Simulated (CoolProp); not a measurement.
Model: reference Helmholtz-energy equation of state, de Reuck 1993, in CoolProp.

Problem. Give the vapour pressure (MPa), surface tension (mN/m), vapour viscosity (µPa s) of saturated methanol at 112.35 °C.

Solution. 
| T (°C) | p (MPa) | surface tension (mN/m) | vapour viscosity (µPa s) |
|---|---|---|---|
| 112.35 | 0.515 | 14.4 | 12.1 |

Viscosity comes from a separate model (Xiang 2006). Surface tension comes from a separate correlation (Mulero 2012).
